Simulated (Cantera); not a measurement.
A perfectly stirred reactor is fed with CH4 : H2 : O2 : N2 : CO2 = 1 : 1.2 : 4.19 : 15.8 : 1.1 (molar parts), at 10.0 bar; it is adiabatic with a 700 K inlet, and is followed from long to short residence time, starting on the burning branch (τ in s: 0.36, 0.13, 0.044, 0.015, 0.0053, 0.0018, 0.00064, 0.00022, 7.7e-05, 2.7e-05, 9.3e-06).

Model: GRI-Mech 3.0 (53 species, 325 reactions), integrated in Cantera.

**Question.** What does this change do: pressure from 10.0 bar to 5.40 bar?

**Answer.** 
| quantity | before | after |
|---|---|---|
| blow-out, bracketed by the residence times tried | burning at 27.0 µs, out at 9.30 µs | burning at 27.0 µs, out at 9.30 µs |
| x(CH4) at τ = 0.360 s | 3.08e-7 | 4.70e-7 |
| x(H2) at τ = 0.360 s | 4.07e-5 | 5.61e-5 |
| x(O2) at τ = 0.360 s | 0.0695 | 0.0696 |
| x(N2O) at τ = 0.360 s | 6.46e-7 | 4.81e-7 |
| x(OH) at τ = 0.360 s | 0.000906 | 0.00106 |
| x(CH4) at τ = 1.80 ms | 3.22e-5 | 3.76e-5 |
| x(H2) at τ = 1.80 ms | 0.000216 | 0.000379 |
| x(O2) at τ = 1.80 ms | 0.0702 | 0.0703 |
| x(N2O) at τ = 1.80 ms | 1.58e-6 | 1.47e-6 |
| x(OH) at τ = 1.80 ms | 0.00151 | 0.00219 |

**Question.** What does this change do: pressure from 10.0 bar to 5.00 bar?

**Answer.** 
```csv
quantity,before,after
"blow-out, bracketed by the residence times tried","burning at 27.0 µs, out at 9.30 µs","burning at 27.0 µs, out at 9.30 µs"
x(CH4) at τ = 0.360 s,3.08e-7,4.95e-7
x(H2) at τ = 0.360 s,4.07e-5,5.85e-5
x(O2) at τ = 0.360 s,0.0695,0.0696
x(N2O) at τ = 0.360 s,6.46e-7,4.64e-7
x(OH) at τ = 0.360 s,0.000906,0.00108
x(CH4) at τ = 1.80 ms,3.22e-5,3.83e-5
x(H2) at τ = 1.80 ms,0.000216,0.000409
x(O2) at τ = 1.80 ms,0.0702,0.0703
x(N2O) at τ = 1.80 ms,1.58e-6,1.45e-6
x(OH) at τ = 1.80 ms,0.00151,0.00230
```
